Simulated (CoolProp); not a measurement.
C3F8 (R218) along the isotherm 166.85 °C: Z from the reference equation and from simpler models built on Tc = 71.9 °C, pc = 2640 kPa, ω = 0.317; each cubic takes its own stable root.

Model: reference Helmholtz-energy equation of state, Lemmon 2006, in CoolProp. It is a short technical equation, of lower accuracy than the large ones.

```
p (kPa)          phase  reference  Redlich-Kwong  Peng-Robinson
-------  -------------  ---------  -------------  -------------
943                gas          ?         0.9403              ?
1890               gas     0.9009         0.8789         0.8872
2830     supercritical     0.8498         0.8176         0.8356
3770     supercritical          ?         0.7581              ?
4710     supercritical     0.7561         0.7050         0.7508
5660     supercritical     0.7207         0.6649         0.7218
6600     supercritical     0.6975         0.6431         0.7038
7540     supercritical     0.6866         0.6381         0.6958
8490     supercritical     0.6868         0.6453         0.6964
9430     supercritical     0.6961         0.6603         0.7035
10400    supercritical     0.7127         0.6809         0.7159
11300    supercritical     0.7326         0.7030         0.7307
12300    supercritical     0.7581         0.7296         0.7498
13200    supercritical     0.7832         0.7549         0.7688
```

Question: What belongs in the gaps?

Answer: 
- 943, reference: 0.9514
- 943, Peng-Robinson: 0.9426
- 3770, reference: 0.8003
- 3770, Peng-Robinson: 0.7893
